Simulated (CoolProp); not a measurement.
A closed Brayton cycle with carbon dioxide: compressor inlet 316.15 K and 7.6 MPa, high pressure 23.9 MPa, turbine inlet 640 K, compressor efficiency 0.85, turbine efficiency 0.85, recuperator effectiveness 0.9 (on enthalpy, no pinch check). Each further row changes one setting.

Values from CoolProp's reference Helmholtz-energy equation of state, Span 1996.

```json
[
 {"case": "as stated", "thermal efficiency (%)": "?", "net work (kJ/kg)": "45.8", "compressor to turbine work": "0.55", "compressor exit (K)": "409.5", "turbine exit (K)": "527.3"},
 {"case": "turbine inlet 590 K", "thermal efficiency (%)": "18.9", "net work (kJ/kg)": "34.9", "compressor to turbine work": "?", "compressor exit (K)": "409.5", "turbine exit (K)": "?"},
 {"case": "compressor inlet 326.15 K", "thermal efficiency (%)": "20.0", "net work (kJ/kg)": "37.6", "compressor to turbine work": "?", "compressor exit (K)": "?", "turbine exit (K)": "527.3"},
 {"case": "high pressure 20.3 MPa", "thermal efficiency (%)": "23.2", "net work (kJ/kg)": "42.9", "compressor to turbine work": "0.52", "compressor exit (K)": "?", "turbine exit (K)": "543.1"},
 {"case": "recuperator effectiveness 0.5", "thermal efficiency (%)": "?", "net work (kJ/kg)": "45.8", "compressor to turbine work": "0.55", "compressor exit (K)": "409.5", "turbine exit (K)": "527.3"}
]
```

**Question.** What belongs in the gaps?

**Answer.** 
- as stated, thermal efficiency (%): 22.8
- turbine inlet 590 K, compressor to turbine work: 0.62
- turbine inlet 590 K, turbine exit (K): 481.2
- compressor inlet 326.15 K, compressor to turbine work: 0.63
- compressor inlet 326.15 K, compressor exit (K): 427.7
- high pressure 20.3 MPa, compressor exit (K): 395.8
- recuperator effectiveness 0.5, thermal efficiency (%): 18.0
